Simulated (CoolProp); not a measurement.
Vapour-liquid equilibrium of benzene (1) + toluene (2) at 0.884 MPa; x and y are mole fractions of (1).

The numbers come from the multi-fluid Helmholtz-energy mixture model, Thol 2012 and Lemmon 2006; pair parameters Bell 2016 in CoolProp.

```tsv
x	bubble temperature, mixture model (°C)	bubble temperature, Raoult's law (°C)	y, mixture model	y, Raoult's law
0.05	207.1	206.9	…	0.091
0.15	202.6	202.0	0.226	0.252
0.25	198.3	197.5	0.359	0.391
0.35	194.2	193.4	…	0.511
0.45	190.2	189.4	0.584	0.615
0.55	186.5	185.7	…	0.706
0.65	182.9	182.3	0.764	0.786
0.75	179.5	179.0	…	0.857
0.85	176.2	175.9	0.909	0.919
0.95	…	173.0	0.971	0.975
```

Problem. Fill in the missing entries.

Solution. 
- 0.05, y, mixture model: 0.079
- 0.35, y, mixture model: 0.477
- 0.55, y, mixture model: 0.679
- 0.75, y, mixture model: 0.841
- 0.95, bubble temperature, mixture model (°C): 173.1

The largest gap from Raoult's law is +0.8 K in bubble temperature, at x = 0.35. No azeotrope shows between x = 0.05 and 0.95.

Pair parameters are fitted to limited data, so mixtures are less certain than the pure fluids.
